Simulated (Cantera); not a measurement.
A closed system holds: 1 mol TEOS, 0.85 mol O2, 5 mol H2, 0.45 mol H2O, at 1673.15 K.

Equilibrium computed with Cantera from the NASA thermochemical tables; the gas is ideal and each condensed phase is pure. Candidate condensed phases: C, C6H6, C7H8, C8H18, H2O, Si, SiC, SiO2; 123 gas species. The feed counts by its element totals alone. Mutual solubility and eutectic melting of coexisting phases are not modelled. The tables hold silica as quartz up to 1696 K and as liquid above; real silica turns to tridymite and cristobalite and melts near 1996 K. The numbers say what is thermodynamically allowed, not how fast it happens.

x: gas mole fraction; n: condensed amount in mol.

```json
[
 {"P (Pa)": "5", "x H2": "0.704", "x CO": "0.282", "x H": "0.0135", "x SiO": "0.00106", "x CH4": "3.00e-8", "x Si": "[?]", "n C(graphite)": "0.897", "n SiC(s)": "0.975", "n SiO2(β-quartz)": "0"},
 {"P (Pa)": "17", "x H2": "0.709", "x CO": "0.283", "x H": "0.00736", "x SiO": "0.00106", "x CH4": "1.04e-7", "x Si": "[?]", "n C(graphite)": "0.895", "n SiC(s)": "0.976", "n SiO2(β-quartz)": "0"},
 {"P (Pa)": "59", "x H2": "0.712", "x CO": "0.283", "x H": "0.00396", "x SiO": "0.00106", "x CH4": "3.63e-7", "x Si": "[?]", "n C(graphite)": "0.894", "n SiC(s)": "0.977", "n SiO2(β-quartz)": "0"},
 {"P (Pa)": "210", "x H2": "0.713", "x CO": "0.283", "x H": "0.00210", "x SiO": "0.00106", "x CH4": "1.30e-6", "x Si": "[?]", "n C(graphite)": "0.894", "n SiC(s)": "0.977", "n SiO2(β-quartz)": "0"},
 {"P (Pa)": "710", "x H2": "0.714", "x CO": "0.283", "x H": "0.00114", "x SiO": "0.00106", "x CH4": "4.39e-6", "x Si": "[?]", "n C(graphite)": "0.894", "n SiC(s)": "0.977", "n SiO2(β-quartz)": "0"},
 {"P (Pa)": "2400", "x H2": "0.715", "x CO": "0.284", "x H": "0.000622", "x SiO": "0.00106", "x CH4": "1.49e-5", "x Si": "[?]", "n C(graphite)": "0.894", "n SiC(s)": "0.977", "n SiO2(β-quartz)": "0"},
 {"P (Pa)": "8400", "x H2": "0.715", "x CO": "0.284", "x H": "0.000333", "x SiO": "0.00106", "x CH4": "5.21e-5", "x Si": "[?]", "n C(graphite)": "0.893", "n SiC(s)": "0.977", "n SiO2(β-quartz)": "0"},
 {"P (Pa)": "29000", "x H2": "0.715", "x CO": "0.284", "x H": "0.000179", "x SiO": "0.00106", "x CH4": "0.000180", "x Si": "[?]", "n C(graphite)": "0.891", "n SiC(s)": "0.977", "n SiO2(β-quartz)": "0"},
 {"P (Pa)": "100000", "x H2": "0.731", "x CO": "0.267", "x H": "9.75e-5", "x SiO": "0.00100", "x CH4": "0.000648", "x Si": "[?]", "n C(graphite)": "1.61", "n SiC(s)": "0.734", "n SiO2(β-quartz)": "0.245"}
]
```

Problem. Fill in the missing entries.

Solution. 
- 5, x Si: 0.000112
- 17, x Si: 3.29e-5
- 59, x Si: 9.49e-6
- 210, x Si: 2.67e-6
- 710, x Si: 7.89e-7
- 2400, x Si: 2.33e-7
- 8400, x Si: 6.67e-8
- 29000, x Si: 1.93e-8
- 100000, x Si: 5.60e-9
